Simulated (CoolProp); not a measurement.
Values from CoolProp's reference Helmholtz-energy equation of state, Zhou 2012.

For m-xylene, give the phase and the density (kg/m³), speed of sound (m/s), Joule-Thomson coefficient (K/MPa), expansivity (1/kK) at 247.55 °C and 4910 kPa; 278.55 °C and 4910 kPa.


- 247.55 °C and 4910 kPa: liquid; density 646, speed of sound 574, Joule-Thomson coefficient 0.0228, expansivity 1.99
- 278.55 °C and 4910 kPa: liquid; density 603, speed of sound 473, Joule-Thomson coefficient 0.247, expansivity 2.54
